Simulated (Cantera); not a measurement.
Feed: 1 mol Na2CO3, 3.2 mol O2, 0.76 mol H2O, at 752 °C and 13.3 mbar.

Method: chemical equilibrium by Gibbs-energy minimisation in Cantera with the NASA 1993 tables (ideal gas, pure condensed phases). Candidate condensed phases: C, C6H6, C7H8, C8H18, H2O, Na, NaOH, NaO2, Na2CO3, Na2O, Na2O2; 117 gas species. Kinetics and transport are ignored.

### Question
What is the equilibrium state?

### Answer
* **x(O2)**: 0.807
* **x(H2O)**: 0.191
* **x(NaOH)**: 0.000823
* **x(CO2)**: 0.000416
* **x(Na2(OH)2)**: 4.36e-6
* **x(OH)**: 1.06e-6
* **n(Na2CO3(s))**: 0.998 mol
* **gas amount**: 3.963 mol
* **log10 activity of NaOH(l) (absent)**: -0.81
* **log10 activity of Na(l) (absent)**: -8.38
* **log10 activity of C(graphite) (absent)**: -23.46
